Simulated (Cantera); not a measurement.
## N2O furnace oxynitridation

A perfectly stirred reactor is fed with 84.7 % N₂O, 15.3 % H₂O, at 0.0200 bar; it is held at 1525 K, and followed from long to short residence time.

Cantera simulation using GRI-Mech 3.0 (53 species, 325 reactions); the numbers are that mechanism's predictions, not measurements. GRI-Mech 3.0 was tuned for natural gas; its chemistry of N2O as a main component is partial and can be far from experiment. Radical loss at walls, strong at low pressure, is not modelled. The temperature is held fixed by assumption; the heat of reaction is taken as removed at once.

```
τ (s)      x N₂O  x H₂O      x N₂      x NO      x O₂   x H₂O₂
-------  -------  -----  --------  --------  --------  -------
28       0.00956  0.107     0.546    0.0841     0.252  3.75e-9
7.9       0.0313  0.109     0.529    0.0876     0.243  4.92e-9
2.2        0.100  0.112     0.482    0.0853     0.219  8.52e-9
0.62       0.267  0.121     0.372    0.0712     0.168  2.07e-8
0.17       0.522  0.135     0.208    0.0420    0.0926  5.93e-8
0.048      0.717  0.145    0.0829    0.0172    0.0366  1.40e-7
0.013      0.807  0.150    0.0254   0.00534    0.0110  2.35e-7
0.0037     0.836  0.152   0.00727   0.00155   0.00301  2.87e-7
0.0010     0.844  0.152   0.00183  0.000390  0.000664  2.38e-7
0.00029    0.847  0.152  0.000475   9.22e-5  0.000137  5.96e-8
```
x: mole fraction; the columns are a selection and need not sum to one.
